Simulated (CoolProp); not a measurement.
A simple Rankine cycle with R124: condensing at 316.15 K, boiler at 2.27 MPa, turbine inlet 372.8 K, turbine efficiency 0.7, pump efficiency 0.8, no recuperator. Each further row changes one setting.

The numbers come from the reference Helmholtz-energy equation of state, de Vries 1995 in CoolProp.

| case | thermal efficiency (%) | net work (kJ/kg) | heat in (kJ/kg) | turbine exit temperature (K) | volume ratio over the turbine |
|---|---|---|---|---|---|
| as stated | 7.9 | 12.4 | 158 | 327.5 | 4.28 |
| turbine inlet 392.8 K | 8.0 | 14.6 | ___ | 353.3 | 3.93 |
| condensing temperature 308.15 K | 8.9 | 14.9 | ___ | 321.8 | 5.39 |
| boiler pressure 1.59 MPa | ___ | 10.6 | 172 | ___ | ___ |
| turbine efficiency 0.6 | 6.6 | ___ | 158 | 329.8 | 4.33 |

Problem. What belongs in the gaps?

Solution. 
- turbine inlet 392.8 K, heat in (kJ/kg): 182
- condensing temperature 308.15 K, heat in (kJ/kg): 167
- boiler pressure 1.59 MPa, thermal efficiency (%): 6.1
- boiler pressure 1.59 MPa, turbine exit temperature (K): 345.9
- boiler pressure 1.59 MPa, volume ratio over the turbine: 2.63
- turbine efficiency 0.6, net work (kJ/kg): 10.4
